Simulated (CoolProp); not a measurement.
Vapour pressure (kPa) of n-perfluoropentane: the reference equation beside estimates from Tc = 147.9 °C, pc = 2063 kPa, ω = 0.436.

Values from CoolProp's reference Helmholtz-energy equation of state, Gao 2022.

```
T (°C)  reference  van der Waals  Soave-Redlich-Kwong
------  ---------  -------------  -------------------
-70.15     0.2531          44.65               0.2552
-48.25      1.667          88.56                1.664
-26.35      7.358          156.5                7.318
-4.35       24.36          254.2                24.24
17.55       64.48          385.5                64.40
39.45       144.9          555.0                145.4
61.35       287.2          766.1                290.1
83.25       517.1           1022                525.6
105.15      865.0           1326                882.9
127.05       1371           1679                 1396
```

Absolute difference from the reference over all 10 rows, mean and median: van der Waals 2684.5 and 390.4 %, Soave-Redlich-Kwong 0.9 and 0.7 %.
